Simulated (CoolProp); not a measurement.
Aqueous potassium formate as a coolant, 23 % by mass, freezing at -14.1 °C, 1 atm.

The numbers come from the Melinder's fits for secondary coolants in CoolProp.

```
T (°C)  density (kg/m³)  viscosity (mPa s)  conductivity (W/(m K))  cp (kJ/(kg K))
------  ---------------  -----------------  ----------------------  --------------
-6.7               1150               2.90                   0.520           3.320
-2.9               1149               2.57                   0.525           3.326
1                  1148               2.30                   0.530           3.332
4.8                1147               2.07                   0.535           3.337
8.7                1146               1.87                   0.540           3.343
12.5               1144               1.71                   0.545           3.348
16.4               1143               1.56                   0.550           3.354
20.2               1142               1.44                   0.555           3.359
24.1               1140               1.33                   0.560           3.365
27.9               1139               1.23                   0.565           3.371
31.8               1138               1.14                   0.570           3.376
35.6               1136               1.07                   0.574           3.382
```
